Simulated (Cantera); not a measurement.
# Thermodynamics of silicon nitride deposition, feed SiH2Cl2 + N2 + H2 + NH3

Feed: 1 mol SiH2Cl2, 0.56 mol N2, 0.53 mol H2, 0.78 mol NH3, equilibrated at 1300 K and 0.0410 bar.

These are equilibrium values from Cantera (NASA tables, ideal gas, pure condensed phases), not measurements of a reactor. Candidate condensed phases: NH4Cl, Si, Si3N4; 28 gas species. The tables' values for SiCl3 are old estimates; treat these amounts as uncertain. Rates play no part.

```
Quantity                              Value
--------------------------------  ---------
x(H2)                                 0.482
x(HCl)                                0.398
x(N2)                                0.0909
x(SiCl4)                             0.0225
x(SiCl3)                            0.00295
x(SiCl2)                            0.00229
x(SiHCl3)                           0.00124
x(SiH2Cl2)                          9.68e-6
x(H)                                3.79e-6
n(Si3N4(s))                       0.295 mol
gas amount                        3.960 mol
log10 activity of Si(s) (absent)      -2.58
```
